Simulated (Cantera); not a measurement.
A jet of 2.32 % CH4, 5.92 % O2, 91.8 % N2 at 300 K and 0.220 bar hits a platinum plate 4.1 cm away at a mass flux of 0.15 kg/m²/s; the plate temperature is set and raised in steps from an oxygen-covered start.

Cantera simulation using Deutschmann's 1995 Pt surface mechanism with GRI-Mech 3.0 gas chemistry; the numbers are that mechanism's predictions, not measurements. Catalytic surfaces can have several steady states; this one follows from the mechanism file's or the stated starting coverage.

x: mole fraction at the wall; θ: surface coverage.

```
plate T (K)  wall x CH4  wall x O2  wall x H2O  wall x OH  wall x CO  wall x CO2  θ free Pt   θ O*     θ OH*
-----------  ----------  ---------  ----------  ---------  ---------  ----------  ---------  -----  --------
950             0.00858     0.0282      0.0272    5.54e-8    4.85e-6      0.0179      0.296  0.702   0.00191
1000            0.00591     0.0226      0.0321    1.45e-7    4.65e-6      0.0212      0.379  0.619   0.00184
1050            0.00428     0.0192      0.0351    3.40e-7    4.61e-6      0.0231      0.459  0.540   0.00167
1100            0.00327     0.0170      0.0368    7.22e-7    4.76e-6      0.0243      0.534  0.465   0.00147
1150            0.00262     0.0157      0.0380    1.42e-6    5.11e-6      0.0251      0.603  0.396   0.00127
1200            0.00218     0.0149      0.0387    2.61e-6          …      0.0255      0.665  0.334   0.00109
1250            0.00188     0.0143      0.0391    4.52e-6          …      0.0258      0.721  0.278  0.000923
1300            0.00166     0.0140      0.0394    7.44e-6          …      0.0260      0.769  0.230  0.000778
```

Question: Complete the blanks.

Answer: 
- 1200, wall x CO: 5.69e-6
- 1250, wall x CO: 6.55e-6
- 1300, wall x CO: 7.74e-6
